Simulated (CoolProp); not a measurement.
m-xylene at several states: density (kg/m³) from the reference equation and from simpler models built on Tc = 616.9 K, pc = 3535 kPa, ω = 0.326; each cubic takes its own stable root.

Computed with CoolProp (reference Helmholtz-energy equation of state, Zhou 2012).

```tsv
T (K)	p (kPa)	phase	reference	van der Waals	Redlich-Kwong	Soave-Redlich-Kwong	Peng-Robinson
348.8	2250	liquid	817.5	466.7	685.7	709.5	798.9
387.7	595	liquid	779.9	442.8	649.7	678.2	765.6
286.9	48.6	liquid	869.5	2.215	727.2	745.5	837.4
244.7	354	liquid	905.2	506.1	754.0	767.6	860.5
613.6	1170	gas	28.11	27.34	27.81	27.82	28.22
476.7	530	liquid	686.0	15.58	16.06	588.6	667.6
```

At some of these states van der Waals, Redlich-Kwong gives the other phase, because its saturation line lies elsewhere.
